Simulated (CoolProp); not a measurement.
R115 at several states: density (kg/m³) from the reference equation and from simpler models built on Tc = 353.1 K, pc = 31.29 bar, ω = 0.248; each cubic takes its own stable root.

Computed with CoolProp (reference Helmholtz-energy equation of state, Lemmon 2016).

```json
[
 {"T (K)": "228.7", "p (bar)": "54.3", "phase": "liquid", "reference": "1583", "van der Waals": "1023", "Redlich-Kwong": "1471", "Soave-Redlich-Kwong": "1512", "Peng-Robinson": "(withheld)"},
 {"T (K)": "325.5", "p (bar)": "5.71", "phase": "gas", "reference": "35.57", "van der Waals": "35.05", "Redlich-Kwong": "35.55", "Soave-Redlich-Kwong": "(withheld)", "Peng-Robinson": "35.96"},
 {"T (K)": "483.8", "p (bar)": "24.9", "phase": "gas", "reference": "104.6", "van der Waals": "107.7", "Redlich-Kwong": "106.7", "Soave-Redlich-Kwong": "103.7", "Peng-Robinson": "(withheld)"},
 {"T (K)": "352.4", "p (bar)": "18.9", "phase": "gas", "reference": "132.5", "van der Waals": "127.9", "Redlich-Kwong": "132.4", "Soave-Redlich-Kwong": "132.5", "Peng-Robinson": "136.3"},
 {"T (K)": "287.5", "p (bar)": "4.91", "phase": "gas", "reference": "35.76", "van der Waals": "(withheld)", "Redlich-Kwong": "35.40", "Soave-Redlich-Kwong": "35.74", "Peng-Robinson": "(withheld)"}
]
```

Q: Some entries are withheld; supply them.

A: 
- 228.7, Peng-Robinson: 1704
- 325.5, Soave-Redlich-Kwong: 35.67
- 483.8, Peng-Robinson: 105.8
- 287.5, van der Waals: 34.55
- 287.5, Peng-Robinson: 36.03
